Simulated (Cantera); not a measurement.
# Ignition delay

Mixture: CO : H2 : CH4 : O2 : N2 = 1 : 0.032 : 1.2 : 1.39 : 7.91 (molar parts), at 7500 Torr, adiabatic and at constant volume. Ignition delay is the time to a rise of 400 K.

Detailed kinetics in Cantera: GRI-Mech 3.0 (53 species, 325 reactions).

```json
[
 {"T0 (K)": "1200", "delay (ms)": "13.8"},
 {"T0 (K)": "1275", "delay (ms)": "5.25"},
 {"T0 (K)": "1350", "delay (ms)": "2.10"},
 {"T0 (K)": "1425", "delay (ms)": "0.885"},
 {"T0 (K)": "1500", "delay (ms)": "0.389"},
 {"T0 (K)": "1575", "delay (ms)": "0.179"},
 {"T0 (K)": "1650", "delay (ms)": "0.0870"}
]
```

```json
{
 "apparent activation energy between 1500 and 1650 K": "210 kJ/mol"
}
```
